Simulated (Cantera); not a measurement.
Charge: 1 mol FeS2, 1200 mol H2, 0.037 mol H2O, held at 10.0 mbar.

Equilibrium computed with Cantera from the NASA thermochemical tables; the gas is ideal and each condensed phase is pure. Candidate condensed phases: Fe, FeO, Fe(OH)2, Fe(OH)3, FeS, FeSO4, FeS2, Fe2O3, Fe2(SO4)3, Fe3O4, H2O, H2SO4, S; 22 gas species. Mutual solubility and eutectic melting of coexisting phases are not modelled. FeS: taken at fixed stoichiometry. The numbers say what is thermodynamically allowed, not how fast it happens.

### Question
Which condensed phases are stable at each of these points (T (K)): 873, 1023, 1173, 1323, 1473, 1623, 1773, 1923, 2073, 2223?

### Answer
| T (K) | condensed phases | Fe condensed (%) |
|---|---|---|
| 873 | FeS(s) | 100.0 |
| 1023 | Fe(α) + FeS(s) | 100.0 |
| 1173 | Fe(α) | 100.0 |
| 1323 | Fe(γ) | 100.0 |
| 1473 | Fe(γ) | 99.0 |
| 1623 | Fe(γ) | 79.9 |
| 1773 | gas only | 0.0 |
| 1923 | gas only | 0.0 |
| 2073 | gas only | 0.0 |
| 2223 | gas only | 0.0 |

At 873 K the condensed part is FeS(s). At 1023 K the condensed part is Fe(α) + FeS(s). At 1173 K the condensed part is Fe(α). From 1323 K to 1623 K the condensed part is Fe(γ). From 1773 K to 2223 K nothing is condensed.
